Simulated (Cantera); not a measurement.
A closed system holds: 1 mol Al, 6.4 mol HCl, 1.1 mol N2, 2.4 mol H2O, at 352 °C and 1.40 mbar.

These are equilibrium values from Cantera (NASA tables, ideal gas, pure condensed phases), not measurements of a reactor. Candidate condensed phases: Al, AlCl3, AlN, Al2O3, H2O, NH4Cl; 45 gas species. Condensed phases not in the tables: AlOCl. Kinetics and transport are ignored.

Base state: HCl 0.646, H2 0.152, N2 0.111, H2O 0.0909 (mole fractions); condensed: Al2O3(s).

Task: What changes in the equilibrium state with this change: temperature from 352 °C to 1325 °C?

Result: 
```tsv
species	before	after
HCl	0.646	0.644
H2	0.152	0.152
N2	0.111	0.111
Cl	<1e-9	0.00186
H	<1e-9	0.000555
H2O	0.0909	0.0908
OH	<1e-9	1.29e-5
Al2O3(s), mol	0.500	0.500
```
